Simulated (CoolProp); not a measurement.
A single-stage vapour-compression cycle with R227EA: evaporating at 289.15 K (dew point), condensing at 347.15 K (bubble point), superheat 10 K, subcooling 5 K, compressor efficiency 0.6, no pressure losses. Each further row changes one setting.

The numbers come from the reference Helmholtz-energy equation of state, Lemmon 2016 in CoolProp.

```csv
case,cooling COP,pressure ratio,discharge temperature (K),refrigerating effect (kJ/kg),volumetric capacity (kJ/m³)
as stated,1.83,4.76,354.6,58.9,1530
evaporating temperature 294.15 K,2.14,4.05,354.6,62.2,1890
condensing temperature 342.15 K,2.17,4.25,350.0,65.7,1700
subcooling 10 K,2.04,4.76,354.6,65.8,1710
superheat 20 K,1.97,4.76,364.0,67.5,1670
compressor efficiency 0.5,1.52,4.76,360.1,58.9,1530
```
